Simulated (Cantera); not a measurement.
# Ignition delay

Mixture: CH₄ : H₂ : O₂ : N₂ = 1 : 0.43 : 1.17 : 6.53 (molar parts), at 5.00 bar, adiabatic and at constant pressure. Ignition delay is the time to a rise of 400 K.

Computed with Cantera and GRI-Mech 3.0 (53 species, 325 reactions). Below about 1000 K GRI-Mech 3.0 lacks low-temperature oxidation paths. Below about 950 K walls govern HO2 and H2O2 in real vessels.

```
T0 (K)  delay (ms)
------  ----------
900            228
950           55.0
1000          16.1
1050          6.49
1100          3.49
1150          2.19
1200          1.47
1250          1.01
1300         0.695
```

```
Quantity                                                Value
--------------------------------------------------  ---------
apparent activation energy between 1200 and 1300 K  97 kJ/mol
```
